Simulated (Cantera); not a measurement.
## Fe(CO)5 + CO + N2 + H2 (iron carbonyl, mercury and lead vapours)

A closed system holds: 1 mol Fe(CO)5, 0.24 mol CO, 5.2 mol N2, 1.1 mol H2, held at 1000 Pa.

Equilibrium computed with Cantera from the NASA thermochemical tables; the gas is ideal and each condensed phase is pure. Candidate condensed phases: C, C6H6, C7H8, C8H18, Fe, Fe(CO)5, FeO, Fe(OH)2, Fe(OH)3, Fe2O3, Fe3O4, H2O; 140 gas species. Condensed phases not in the tables: cementite and carbon dissolved in iron. Kinetics and transport are ignored.

From 650 °C to 900 °C the condensed part is C(graphite) + Fe(α). From 950 °C to 1000 °C the condensed part is Fe(γ).

| T (°C) | x CO | x N2 | x H2 | x CO2 | x H2O | n C(graphite) | n Fe(α) | n Fe(γ) |
|---|---|---|---|---|---|---|---|---|
| 650 | 0.444 | 0.454 | 0.0953 | 0.00622 | 0.000654 | 0.0786 | 1.00 | 0 |
| 700 | 0.451 | 0.452 | 0.0953 | 0.00204 | 0.000267 | 0.0264 | 1.00 | 0 |
| 750 | 0.453 | 0.451 | 0.0953 | 0.000734 | 0.000118 | 0.00972 | 1.00 | 0 |
| 800 | 0.454 | 0.451 | 0.0953 | 0.000290 | 5.62e-5 | 0.00391 | 1.00 | 0 |
| 850 | 0.454 | 0.451 | 0.0953 | 0.000124 | 2.85e-5 | 0.00166 | 1.00 | 0 |
| 900 | 0.454 | 0.451 | 0.0953 | 5.75e-5 | 1.54e-5 | 0.000688 | 1.00 | 0 |
| 950 | 0.454 | 0.451 | 0.0953 | 2.84e-5 | 8.69e-6 | 0 | 0 | 1.00 |
| 1000 | 0.454 | 0.451 | 0.0953 | 1.94e-5 | 6.74e-6 | 0 | 0 | 1.000 |
x: gas mole fraction; n: condensed amount in mol.
